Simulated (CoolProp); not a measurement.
Aqueous potassium acetate as a coolant, at 36 °C, 1 atm.

Values from CoolProp's Melinder's fits for secondary coolants.

| mass % | freezing point (°C) | density (kg/m³) | viscosity (mPa s) | Prandtl number | cp (kJ/(kg K)) |
|---|---|---|---|---|---|
| 5.6 | -2.3 | 1025 | 0.809 | 5.33 | 3.978 |
| 9.5 | -4.3 | 1043 | 0.896 | (withheld) | 3.850 |
| 13.4 | -6.5 | 1062 | 0.992 | 6.42 | 3.729 |
| 17.3 | -9.1 | 1081 | 1.10 | 7.06 | 3.613 |
| 21.2 | -12.3 | 1101 | 1.22 | (withheld) | (withheld) |
| 25.1 | -16.3 | 1123 | 1.37 | 8.65 | 3.395 |
| 29 | (withheld) | 1145 | 1.54 | 9.69 | 3.290 |
| 32.9 | (withheld) | 1167 | 1.76 | 11.0 | 3.187 |
| 36.8 | -35.5 | 1189 | 2.03 | 12.6 | 3.085 |

What belongs in the gaps?


- 9.5, Prandtl number: 5.84
- 21.2, Prandtl number: 7.79
- 21.2, cp (kJ/(kg K)): 3.502
- 29, freezing point (°C): -21.6
- 32.9, freezing point (°C): -28.0
